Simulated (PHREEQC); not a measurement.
Model water analysis in mmol/kgw, 20 °C, pH 1.81, pe 9.6: Na 26.9; K 0.777; Ca 5.59; Mg 5.04; Cl 15.6; S(6) 31.8; Cd 0.00895; N(5) 0.00612; Cu(2) 0.289; Si 1.02; Fe(3) 0.00608.

Valence states are taken as typed.

Model: ion-association model, phreeqc.dat, run in PHREEQC.

No solid was allowed to form.

Problem. Order these Fe species by the share of Fe that they hold, largest first: FeCl+2, Fe+3, Fe(SO4)2-, FeHSO4+2, FeSO4+.

Solution. FeSO4+ (77 %), Fe(SO4)2- (11 %), FeHSO4+2 (6.4 %), Fe+3 (4.9 %), FeCl+2 (0.75 %)

The pH is 1.81 and the ionic strength 0.0832 mol/kgw. Examples of supersaturated solids here: Quartz (slow to form), Chalcedony (slow to form). Others may be too. Species that the database lacks are ignored.
